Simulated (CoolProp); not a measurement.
Methanol along the isotherm -13.85 °C: fugacity coefficient from the reference equation and from simpler models built on Tc = 240.2 °C, pc = 8216 kPa, ω = 0.565; each cubic takes its own stable root.

The numbers come from the reference Helmholtz-energy equation of state, de Reuck 1993 in CoolProp.

| p (kPa) | phase | reference | van der Waals | Redlich-Kwong | Soave-Redlich-Kwong | Peng-Robinson |
|---|---|---|---|---|---|---|
| 5480 | liquid | 0.0003221 | 0.05179 | 0.004430 | 0.0002132 | 0.0002461 |
| 11000 | liquid | 0.0001772 | 0.03153 | 0.002529 | 0.0001209 | 0.0001376 |
| 16400 | liquid | 0.0001308 | 0.02570 | 0.001937 | 9.206e-5 | 0.0001033 |
| 21900 | liquid | 0.0001080 | 0.02343 | 0.001659 | 7.842e-5 | 8.682e-5 |
| 27400 | liquid | 9.517e-5 | 0.02277 | 0.001517 | 7.128e-5 | 7.782e-5 |
| 32900 | liquid | 8.732e-5 | 0.02304 | 0.001444 | 6.749e-5 | 7.268e-5 |
| 38300 | liquid | 8.246e-5 | 0.02393 | 0.001414 | 6.575e-5 | 6.985e-5 |
| 43800 | liquid | 7.937e-5 | 0.02536 | 0.001412 | 6.534e-5 | 6.848e-5 |
| 49300 | liquid | 7.760e-5 | 0.02729 | 0.001432 | 6.596e-5 | 6.819e-5 |
| 54800 | liquid | 7.679e-5 | 0.02971 | 0.001470 | 6.742e-5 | 6.875e-5 |
| 60200 | liquid | 7.674e-5 | 0.03259 | 0.001523 | 6.954e-5 | 6.998e-5 |
| 65700 | liquid | 7.730e-5 | 0.03609 | 0.001592 | 7.237e-5 | 7.184e-5 |
| 71200 | liquid | 7.838e-5 | 0.04021 | 0.001675 | 7.582e-5 | 7.427e-5 |
| 76700 | liquid | 7.994e-5 | 0.04505 | 0.001772 | 7.991e-5 | 7.722e-5 |
| 82200 | liquid | 8.192e-5 | 0.05070 | 0.001884 | 8.463e-5 | 8.070e-5 |
